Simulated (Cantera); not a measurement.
Input (Python, Cantera) and output of one run.

```python
import numpy as np
import cantera as ct

gas_names = [...]  # 140 gases of nasa_gas.yaml made of C, Fe, H, N, O
cond_names = """
    C(gr) C6H6(L) C7H8(L) C8H18(L),n-octa Fe(a) Fe(c) Fe(d) Fe(L) FeC5O5(L) FeO(s) FeO(L) Fe(OH)2(s)
    Fe(OH)3(s) Fe2O3(s) Fe3O4(s) H2O(s) H2O(L)
""".split()


# ... load() reads the species with a 1 bar reference pressure and builds the phases ...
atoms = {
    'Fe(CO)5': {'Fe': 1, 'C': 5, 'O': 5},
    'H2': {'H': 2},
    'N2': {'N': 2},
}
top_T = {'C(gr)': 4500, 'Fe2O3(s)': 1830, 'Fe3O4(s)': 1870}  # K; cautious upper limits of use, not melting points


# ... equilibrate(T, P, feed) seeds the gas with the atoms and calls Mixture.equilibrate('TP', solver="vcs", rtol=1e-11, max_steps=5000) ...
results = []
feed = {'Fe(CO)5': 1, 'H2': 0.48, 'N2': 30}  # mol
P = 1333.22  # Pa
for T in [923, 973, 1023, 1073, 1123, 1173, 1223]:
    mix = equilibrate(T, P, feed)
    results.append((T, P, feed, dict(zip(mix.species_names, mix.species_moles))))

top = {s: max(r[3][s] / sum(r[3][g] for g in gas_names) for r in results) for s in gas_names}
cols = sorted((s for s in top if top[s] > 0.0001), key=lambda s: -top[s])[:8]
seen = [c for c in cond_names if any(r[3].get(c, 0) > 1e-12 for r in results)]
print("log10 of partial pressures in bar; condensed amounts in mol")
print(f"{'T/K':>10s}" + "".join(f"{s[:9]:>10s}" for s in cols + seen))
for T, P, feed, n in results:
    ng = sum(n[g] for g in gas_names)
    print(f"{T:10.4g}" + "".join(f"{np.log10(max(n[s] / ng * P / 1e5, 1e-99)):10.3f}" for s in cols)
          + "".join(f"{n.get(c, 0):10.4g}" for c in seen))
```

Result:

```
log10 of partial pressures in bar; condensed amounts in mol
       T/K        N2        CO        H2       CO2     C(gr)     Fe(a)     Fe(c)
       923    -1.948    -2.731    -3.745    -4.963   0.03031         1         0
       973    -1.948    -2.728    -3.744    -5.454  0.009887         1         0
      1023    -1.948    -2.727    -3.744    -5.900  0.003563         1         0
      1073    -1.948    -2.726    -3.744    -6.304  0.001376         1         0
      1123    -1.948    -2.726    -3.744    -6.672   0.00051         1         0
      1173    -1.948    -2.726    -3.744    -7.007 8.315e-05         1         0
      1223    -1.948    -2.726    -3.744    -7.116         0         0         1
```

Cantera equilibrium calculation (NASA polynomials, part measured and part estimated; ideal gas, pure solids and liquids). Condensed phases not in the tables: cementite and carbon dissolved in iron.
